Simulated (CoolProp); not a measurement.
A simple Rankine cycle with chloromethane (R40): condensing at 331.15 K, boiler at 3.21 MPa, turbine inlet 499 K, turbine efficiency 0.85, pump efficiency 0.7, no recuperator. Each further row changes one setting.

The numbers come from the reference Helmholtz-energy equation of state, Thol 2014 in CoolProp.

```json
[
 {"case": "as stated", "thermal efficiency (%)": "9.6", "net work (kJ/kg)": "48.0", "heat in (kJ/kg)": "497", "turbine exit temperature (K)": "438.2", "volume ratio over the turbine": "2.15"},
 {"case": "condensing temperature 323.15 K", "thermal efficiency (%)": "11.4", "net work (kJ/kg)": "58.2", "heat in (kJ/kg)": "511", "turbine exit temperature (K)": "425.7", "volume ratio over the turbine": "2.54"},
 {"case": "boiler pressure 2.25 MPa", "thermal efficiency (%)": "5.9", "net work (kJ/kg)": "30.1", "heat in (kJ/kg)": "508", "turbine exit temperature (K)": "463.9", "volume ratio over the turbine": "1.56"},
 {"case": "turbine efficiency 0.75", "thermal efficiency (%)": "8.4", "net work (kJ/kg)": "41.9", "heat in (kJ/kg)": "497", "turbine exit temperature (K)": "443.6", "volume ratio over the turbine": "2.18"}
]
```
